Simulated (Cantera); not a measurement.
What does this Cantera script print?

```python
import numpy as np
import cantera as ct

surf = ct.Interface("ptcombust.yaml", "Pt_surf")
gas = surf.adjacent["gas"]
gas.TPX = 300, 4300, {'CH4': 0.063, 'O2': 0.089, 'N2': 0.79}
jet = ct.ImpingingJet(gas=gas, width=0.027, surface=surf)
jet.inlet.mdot, jet.inlet.T, jet.inlet.X = 0.031, 300, {'CH4': 0.063, 'O2': 0.089, 'N2': 0.79}
jet.set_refine_criteria(ratio=10, slope=0.2, curve=0.3)
show, cover = ['CH4', 'O2', 'H2O', 'OH', 'CO', 'CO2'], ["PT(S)", "H(S)", "O(S)", "OH(S)", "CO(S)", "C(S)"]

rows = []
print(f"{'Ts/K':>7s}" + "".join(f"{s:>11s}" for s in show + cover) + "   (gas at the wall, coverages)")
for i, Ts in enumerate([850, 900, 950, 1000, 1050, 1100]):
    jet.surface.T = Ts
    if i == 0:
        surf.TP = Ts, 4300
        surf.coverages = "PT(S):0.5, O(S):0.5"
        surf.advance_coverages(1.0)
        jet.set_initial_guess(products="inlet")
    jet.solve(loglevel=0, auto=(i == 0))
    rows.append([*(jet.X[gas.species_index(s), -1] for s in show), *surf[cover].coverages])
    print(f"{Ts:7g}" + "".join(f"{x:11.3e}" for x in rows[-1]))
```

Output:

```
   Ts/K        CH4         O2        H2O         OH         CO        CO2      PT(S)       H(S)       O(S)      OH(S)      CO(S)       C(S)   (gas at the wall, coverages)
    850  5.239e-02  6.341e-02  2.740e-02  1.247e-08  1.739e-05  1.786e-02  2.122e-01  4.495e-08  7.866e-01  1.175e-03  3.187e-05  8.139e-08
    900  1.368e-02  5.931e-03  9.724e-02  2.760e-10  4.749e-02  9.401e-03  6.764e-01  1.630e-04  1.872e-05  1.666e-05  3.158e-01  7.616e-03
    950  1.074e-02  4.792e-03  1.007e-01  4.180e-10  5.574e-02  3.299e-03  7.812e-01  5.082e-04  5.046e-06  7.294e-06  1.989e-01  1.934e-02
   1000  8.931e-03  4.119e-03  1.000e-01  1.063e-09  5.771e-02  3.161e-03  8.710e-01  7.871e-04  4.435e-06  5.941e-06  1.128e-01  1.540e-02
   1050  8.037e-03  3.822e-03  9.825e-02  3.349e-09  5.720e-02  4.828e-03  9.314e-01  8.432e-04  6.958e-06  6.474e-06  6.076e-02  6.999e-03
   1100  7.708e-03  3.763e-03  9.599e-02  1.016e-08  5.534e-02  7.382e-03  9.641e-01  8.205e-04  1.179e-05  7.281e-06  3.202e-02  3.023e-03
```

Cantera simulation using Deutschmann's 1995 Pt surface mechanism with GRI-Mech 3.0 gas chemistry; the numbers are that mechanism's predictions, not measurements. Catalytic surfaces can have several steady states; this one follows from the mechanism file's or the stated starting coverage.
